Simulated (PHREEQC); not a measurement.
Consider water at 25 °C with 0.0046 mol Pb(NO3)2, 0.0018 mol NaNO3 and 0.043 mol Na2SO4 per kg of water. Closed to the air; pH follows from the charge balance.

All values are PHREEQC results (ion-association model, wateq4f.dat), not measurements.

```
quantity                          before    after
-------------------------------  -------  -------
pH                                  5.69     1.80
ionic strength (mol/kgw)           0.121    0.141
Na+ (mol/kgw)                     0.0829   0.0832
SO4-2 (mol/kgw)                   0.0342   0.0332
NaSO4- (mol/kgw)                 0.00493  0.00457
HSO4- (mol/kgw)                  3.14e-6   0.0225
SI of Mirabilite (Na2SO4:10H2O)    -3.21    -3.25
```

**Question.** Which change was made?
A. Pb(NO3)2 left out
B. Pb(NO3)2 from 0.0046 to 0.046 mol/kgw
C. 0.021 mol/kgw H2SO4 added
D. Pb(NO3)2 from 0.0046 to 0.00046 mol/kgw
E. Na2SO4 from 0.043 to 0.0215 mol/kgw

**Answer.** C, 0.021 mol/kgw H2SO4 added

This is a speciation only: nothing precipitates in the calculation. Some of these states are supersaturated (in Anglesite, Larnakite, for instance).
